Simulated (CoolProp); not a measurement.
A simple Rankine cycle with the fluoroketone C6F12O (FK-5-1-12): condensing at 318.15 K, boiler at 0.796 MPa, turbine inlet 403.3 K, turbine efficiency 0.65, pump efficiency 0.8, no recuperator. Each further row changes one setting.

Values from CoolProp's reference Helmholtz-energy equation of state, McLinden 2015.

| case | thermal efficiency (%) | net work (kJ/kg) | heat in (kJ/kg) | turbine exit temperature (K) | volume ratio over the turbine |
|---|---|---|---|---|---|
| as stated | 7.9 | … | 158 | 379.4 | 11.2 |
| turbine inlet 423.3 K | 7.5 | … | 179 | 400.8 | 10.5 |
| condensing temperature 310.15 K | 8.5 | 14.2 | 167 | 377.2 | … |
| boiler pressure 0.557 MPa | 6.8 | … | 162 | … | … |
| turbine efficiency 0.55 | 6.6 | 10.4 | 158 | 381.5 | … |

Question: Fill in the missing entries.

Answer: 
- as stated, net work (kJ/kg): 12.4
- turbine inlet 423.3 K, net work (kJ/kg): 13.5
- condensing temperature 310.15 K, volume ratio over the turbine: 15.1
- boiler pressure 0.557 MPa, net work (kJ/kg): 11.0
- boiler pressure 0.557 MPa, turbine exit temperature (K): 385.4
- boiler pressure 0.557 MPa, volume ratio over the turbine: 7.07
- turbine efficiency 0.55, volume ratio over the turbine: 11.3
